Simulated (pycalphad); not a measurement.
Computed with pycalphad from the COST 507 light-alloy database (1999), at 1 atm. These are 1990s assessments: newer ones move some temperatures and phases. Phase fractions are per mole of atoms. Kinetics are ignored, which matters at the lower temperatures.

Give the equilibrium state of Si-87.4Ti (at.%) at 875 K.


```
T = 875.00 K, P = 101325 Pa, N = 1 mol of atoms
G = -60195 J/mol, H = -8943 J/mol, S = 58.57 J/(mol K)  (SER reference)
chemical potentials (J/mol): Si -221794, Ti -36898
phase             fraction      x(Si)      x(Ti)
HCP_A3              0.5042     0.0041     0.9959
SITI3               0.4958     0.2500     0.7500
```

Give the equilibrium state of Si-87.4Ti (at.%) at 1400 K.


```
T = 1400.00 K, P = 101325 Pa, N = 1 mol of atoms
G = -95757 J/mol, H = 10607 J/mol, S = 75.97 J/(mol K)  (SER reference)
chemical potentials (J/mol): Si -243505, Ti -74457
phase             fraction      x(Si)      x(Ti)
BCC_A2              0.5699     0.0324     0.9676
SITI3               0.4301     0.2500     0.7500
```

Database names, with the compositions (at.%) that they take in these runs: SITI3: Ti 75 Si 25. BCC_A2 is bcc; HCP_A3 is hcp.
